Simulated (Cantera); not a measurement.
A perfectly stirred reactor is fed with 2.12 % CH4, 0.891 % C2H6, 0.552 % C3H8, 20.2 % O2, 76.2 % N2, equivalence ratio 0.50, at 300000 Pa; it is adiabatic with a 525 K inlet, and is followed from long to short residence time, starting on the burning branch (τ in s: 0.29, 0.1, 0.038, 0.014, 0.005, 0.0018, 0.00067, 0.00024, 8.8e-05, 3.2e-05, 1.2e-05).

Model: GRI-Mech 3.0 (53 species, 325 reactions), integrated in Cantera. GRI-Mech 3.0 was tuned for natural gas; its chemistry of propane as a main component is partial and can be far from experiment.

Question: Predict: blow-out, bracketed by the residence times tried; x(CH4) at τ = 0.290 s; x(C2H6) at τ = 0.290 s; x(C3H8) at τ = 0.290 s; x(CO2) at τ = 0.290 s; x(H) at τ = 0.290 s; x(CH4) at τ = 1.80 ms; x(C2H6) at τ = 1.80 ms; x(C3H8) at τ = 1.80 ms; x(CO2) at τ = 1.80 ms; x(H) at τ = 1.80 ms.

Answer: 
| Property | Value |
|---|---|
| blow-out, bracketed by the residence times tried | burning at 0.670 ms, out at 0.240 ms |
| x(CH4) at τ = 0.290 s | 2.14e-6 |
| x(C2H6) at τ = 0.290 s | 2.00e-7 |
| x(C3H8) at τ = 0.290 s | 1.19e-7 |
| x(CO2) at τ = 0.290 s | 0.0550 |
| x(H) at τ = 0.290 s | 6.64e-7 |
| x(CH4) at τ = 1.80 ms | 6.43e-5 |
| x(C2H6) at τ = 1.80 ms | 6.99e-6 |
| x(C3H8) at τ = 1.80 ms | 4.53e-6 |
| x(CO2) at τ = 1.80 ms | 0.0520 |
| x(H) at τ = 1.80 ms | 6.50e-5 |
